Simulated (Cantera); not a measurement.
Feed: 1 mol Si, 0.53 mol CO2, 310 mol N2, held at 0.230 Pa.

Equilibrium computed with Cantera from the NASA thermochemical tables; the gas is ideal and each condensed phase is pure. Candidate condensed phases: C, Si, SiC, SiO2, Si2N2O, Si3N4; 34 gas species. N2 is the only nitrogen source here; it is nearly inert below about 1500 K, so the nitride shown seldom forms there in practice. Mutual solubility and eutectic melting of coexisting phases are not modelled. Equilibrium is a limit: real reactors are often held back by kinetics, nucleation or transport.

Problem. Which condensed phases are stable at each of these points (T (K)): 1198, 1248, 1298, 1348, 1398, 1448, 1498?

Solution. 
```tsv
T (K)	condensed phases	Si condensed (%)
1198	Si2N2O(s)	94.0
1248	SiC(s) + Si2N2O(s)	90.7
1298	SiC(s) + Si2N2O(s)	41.4
1348	SiC(s)	23.3
1398	SiC(s)	22.4
1448	SiC(s)	19.2
1498	SiC(s)	9.9
```

At 1198 K the condensed part is Si2N2O(s). From 1248 K to 1298 K the condensed part is SiC(s) + Si2N2O(s). From 1348 K to 1498 K the condensed part is SiC(s).
